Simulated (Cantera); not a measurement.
Feed: 1 mol CO₂, 0.021 mol SO₂, 19 mol H₂, at 10000 Pa.

These are equilibrium values from Cantera (NASA tables, ideal gas, pure condensed phases), not measurements of a reactor. Candidate condensed phases: C, C₆H₆, C₇H₈, C₈H₁₈, H₂O, H₂SO₄, S; 123 gas species. The numbers say what is thermodynamically allowed, not how fast it happens. All values below are at 2650 K.

Base state: H₂ 0.774, H 0.130, CO 0.0462, H₂O 0.0460, OH 0.00189, S 0.000455, CO₂ 0.000416, SH 0.000337 (mole fractions); condensed: gas only.

**Question.** What changes in the equilibrium state with this change: pressure from 10000 Pa to 133 Pa?

**Answer.** 
| species | before | after |
|---|---|---|
| H | 0.130 | 0.665 |
| H₂ | 0.774 | 0.268 |
| CO | 0.0462 | 0.0323 |
| H₂O | 0.0460 | 0.0129 |
| O | 0.000204 | 0.0124 |
| H₂S | 6.89e-5 | 3.83e-7 |
| O₂ | 4.92e-6 | 0.000241 |
| SH | 0.000337 | 2.75e-5 |

**Question.** What changes in the equilibrium state with this change: CO₂ replaced by NH₃?

**Answer.** 
| species | before | after |
|---|---|---|
| H₂ | 0.774 | 0.839 |
| H | 0.130 | 0.136 |
| N₂ | 0 | 0.0222 |
| CO | 0.0462 | 0 |
| H₂O | 0.0460 | 0.00178 |
| CO₂ | 0.000416 | 0 |
| O | 0.000204 | 7.29e-6 |
| OH | 0.00189 | 7.02e-5 |
| SO | 0.000107 | 3.98e-6 |
